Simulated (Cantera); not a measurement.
## Thermodynamics of silicon oxide and oxynitride deposition, feed Si2H6 + O2 + H2

Feed: 1 mol Si2H6, 0.069 mol O2, 33 mol H2, at 0.100 bar.

Equilibrium computed with Cantera from the NASA thermochemical tables; the gas is ideal and each condensed phase is pure. Candidate condensed phases: H2O, Si, SiO2; 18 gas species. The feed counts by its element totals alone. Mutual solubility and eutectic melting of coexisting phases are not modelled. The tables hold silica as quartz up to 1696 K and as liquid above; real silica turns to tridymite and cristobalite and melts near 1996 K. Gases not in the tables: Si2H6 and higher silanes. Rates play no part.

```json
[
 {"T (K)": "898", "x H2": "1.00", "x SiO": "4.49e-11", "x H": "3.46e-10", "x Si": "<1e-12", "x SiH2": "3.45e-12", "x SiH": "<1e-12", "x H2O": "5.89e-11", "n Si(s)": "1.93", "n SiO2(β-quartz)": "0.0690", "n Si(l)": "0"},
 {"T (K)": "998", "x H2": "1.00", "x SiO": "4.79e-9", "x H": "6.80e-9", "x Si": "<1e-12", "x SiH2": "8.84e-11", "x SiH": "<1e-12", "x H2O": "9.27e-10", "n Si(s)": "1.93", "n SiO2(β-quartz)": "0.0690", "n Si(l)": "0"},
 {"T (K)": "1098", "x H2": "1.00", "x SiO": "2.15e-7", "x H": "7.82e-8", "x Si": "<1e-12", "x SiH2": "1.25e-9", "x SiH": "2.09e-12", "x H2O": "8.73e-9", "n Si(s)": "1.93", "n SiO2(β-quartz)": "0.0690", "n Si(l)": "0"},
 {"T (K)": "1198", "x H2": "1.000", "x SiO": "5.06e-6", "x H": "6.01e-7", "x Si": "1.29e-11", "x SiH2": "1.14e-8", "x SiH": "6.19e-11", "x H2O": "5.61e-8", "n Si(s)": "1.93", "n SiO2(β-quartz)": "0.0689", "n Si(l)": "0"},
 {"T (K)": "1298", "x H2": "1.000", "x SiO": "7.25e-5", "x H": "3.39e-6", "x Si": "4.06e-10", "x SiH2": "7.39e-8", "x SiH": "1.08e-9", "x H2O": "2.69e-7", "n Si(s)": "1.93", "n SiO2(β-quartz)": "0.0677", "n Si(l)": "0"},
 {"T (K)": "1398", "x H2": "0.999", "x SiO": "0.000703", "x H": "1.50e-5", "x Si": "7.79e-9", "x SiH2": "3.65e-7", "x SiH": "1.24e-8", "x H2O": "1.02e-6", "n Si(s)": "1.92", "n SiO2(β-quartz)": "0.0563", "n Si(l)": "0"},
 {"T (K)": "1498", "x H2": "0.996", "x SiO": "0.00382", "x H": "5.42e-5", "x Si": "1.00e-7", "x SiH2": "1.45e-6", "x SiH": "1.02e-7", "x H2O": "2.46e-6", "n Si(s)": "1.86", "n SiO2(β-quartz)": "0", "n Si(l)": "0"},
 {"T (K)": "1598", "x H2": "0.996", "x SiO": "0.00382", "x H": "0.000168", "x Si": "9.35e-7", "x SiH2": "4.87e-6", "x SiH": "6.48e-7", "x H2O": "1.22e-6", "n Si(s)": "1.86", "n SiO2(β-quartz)": "0", "n Si(l)": "0"},
 {"T (K)": "1698", "x H2": "0.996", "x SiO": "0.00382", "x H": "0.000456", "x Si": "6.57e-6", "x SiH2": "1.39e-5", "x SiH": "3.23e-6", "x H2O": "6.69e-7", "n Si(s)": "0", "n SiO2(β-quartz)": "0", "n Si(l)": "1.86"},
 {"T (K)": "1798", "x H2": "0.995", "x SiO": "0.00382", "x H": "0.00111", "x Si": "3.08e-5", "x SiH2": "2.94e-5", "x SiH": "1.12e-5", "x H2O": "4.72e-7", "n Si(s)": "0", "n SiO2(β-quartz)": "0", "n Si(l)": "1.86"},
 {"T (K)": "1898", "x H2": "0.994", "x SiO": "0.00381", "x H": "0.00246", "x Si": "0.000123", "x SiH2": "5.72e-5", "x SiH": "3.38e-5", "x H2O": "3.46e-7", "n Si(s)": "0", "n SiO2(β-quartz)": "0", "n Si(l)": "1.85"}
]
```
x: gas mole fraction; n: condensed amount in mol.

From 898 K to 1398 K the condensed part is Si(s) + SiO2(β-quartz). From 1498 K to 1598 K the condensed part is Si(s). From 1698 K to 1898 K the condensed part is Si(l). The main Si-bearing gas is SiH4 at 898 K and SiO at 1898 K.
